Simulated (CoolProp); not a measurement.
1000 sccm (0 °C, 1 atm) of nitrogen bubbles through liquid benzene at 290.4 K and leaves saturated at a total pressure of 0.0495 MPa (ideal gas phase). Each further row changes one setting.

The numbers come from the reference Helmholtz-energy equation of state, Thol 2012 in CoolProp.

```csv
case,vapour pressure (kPa),mole fraction of vapour,delivery (mg/min),delivery (sccm),change of delivery for a bath 1 K warmer (%)
as stated,8.77,0.177,751,215,6.2
bath temperature 295.4 K,11.2,0.226,1010,291,6.3
total pressure 0.099 MPa,8.77,0.0886,339,97.2,5.5
```
